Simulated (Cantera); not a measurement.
What does this Cantera script print?

```python
import numpy as np
import cantera as ct

gas = ct.Solution("gri30.yaml")
gas.TPX = 375, 1000000, {'CH4': 1, 'CO': 0.24, 'O2': 2.12, 'N2': 7.97}
inlet = ct.Reservoir(gas, clone=True)
gas.equilibrate("HP")  # start burning
reactor = ct.IdealGasConstPressureReactor(gas, energy="on", clone=False)
exhaust = ct.Reservoir(gas, clone=True)
tau = [0.35, 0.15, 0.063, 0.027, 0.011, 0.0049, 0.0021, 0.00088, 0.00038, 0.00016, 6.8e-05, 2.9e-05][0]
for a, b in ((inlet, reactor), (reactor, exhaust)):
    ct.MassFlowController(a, b, mdot=lambda t: reactor.mass / tau)
net = ct.ReactorNet([reactor])
show = ['CH4', 'CO', 'O2', 'OH', 'HCO']

rows = []
print(f"{'tau/s':>10s}{'T/K':>9s}" + "".join(f"{s:>11s}" for s in show))
for tau in [0.35, 0.15, 0.063, 0.027, 0.011, 0.0049, 0.0021, 0.00088, 0.00038, 0.00016, 6.8e-05, 2.9e-05]:
    net.initial_time = 0.0
    net.advance(30 * tau)
    before = gas.X
    net.advance(40 * tau)
    drift = np.max(np.abs(gas.X - before) / (gas.X + 1e-9))
    rows.append([gas.T, *gas[show].X, drift])
    print(f"{tau:10.3e}{gas.T:9.1f}" + "".join(f"{x:11.3e}" for x in gas[show].X))
```

It prints:

```
     tau/s      T/K        CH4         CO         O2         OH        HCO
 3.500e-01   2325.0  2.389e-07  7.616e-03  3.460e-03  2.148e-03  3.209e-09
 1.500e-01   2324.9  5.490e-07  7.649e-03  3.542e-03  2.170e-03  4.321e-09
 6.300e-02   2324.3  1.267e-06  7.740e-03  3.708e-03  2.215e-03  7.017e-09
 2.700e-02   2322.6  2.802e-06  7.966e-03  3.995e-03  2.295e-03  1.323e-08
 1.100e-02   2317.7  6.256e-06  8.515e-03  4.491e-03  2.438e-03  2.898e-08
 4.900e-03   2308.7  1.236e-05  9.452e-03  5.182e-03  2.643e-03  6.176e-08
 2.100e-03   2292.9  2.413e-05  1.103e-02  6.248e-03  2.960e-03  1.394e-07
 8.800e-04   2268.5  4.635e-05  1.340e-02  7.800e-03  3.398e-03  3.243e-07
 3.800e-04   2235.8  8.631e-05  1.650e-02  9.842e-03  3.900e-03  7.347e-07
 1.600e-04   2190.7  1.675e-04  2.068e-02  1.268e-02  4.415e-03  1.708e-06
 6.800e-05   2130.6  3.465e-04  2.629e-02  1.667e-02  4.721e-03  3.941e-06
 2.900e-05   2037.9  9.051e-04  3.548e-02  2.383e-02  4.184e-03  9.175e-06
```

Detailed kinetics in Cantera: GRI-Mech 3.0 (53 species, 325 reactions).
